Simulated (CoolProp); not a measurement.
Vapour-liquid equilibrium of CHF3 (R23) (1) + R143a (2) at 39.6 kPa; x and y are mole fractions of (1).

Computed with CoolProp (multi-fluid Helmholtz-energy mixture model, Penoncello 2003 and Lemmon and Jacobsen 2000; pair parameters Bell 2016).

| x | bubble temperature (°C) | y at the bubble point | dew temperature at overall composition x (°C) | liquid density (mol/L) |
|---|---|---|---|---|
| 0.05 | -68.6 | 0.217 | -66.0 | 14.77 |
| 0.15 | -74.7 | 0.520 | -67.5 | 15.41 |
| 0.25 | -79.8 | 0.699 | -69.2 | 16.05 |
| 0.35 | -83.9 | 0.806 | -71.0 | 16.69 |
| 0.45 | -87.1 | 0.871 | -73.1 | 17.35 |
| 0.55 | -89.7 | 0.913 | -75.5 | 18.01 |
| 0.65 | -91.7 | 0.941 | -78.2 | 18.70 |
| 0.75 | -93.4 | 0.962 | -81.6 | 19.43 |
| 0.85 | -94.9 | 0.979 | -86.0 | 20.19 |
| 0.95 | -96.2 | 0.993 | -92.4 | 21.00 |

No azeotrope shows between x = 0.05 and 0.95.

Pair parameters are fitted to limited data, so mixtures are less certain than the pure fluids. The gap from Raoult's law changes sign with composition, which may be real or a fault of the pair parameters; it wasn't checked against measurements.
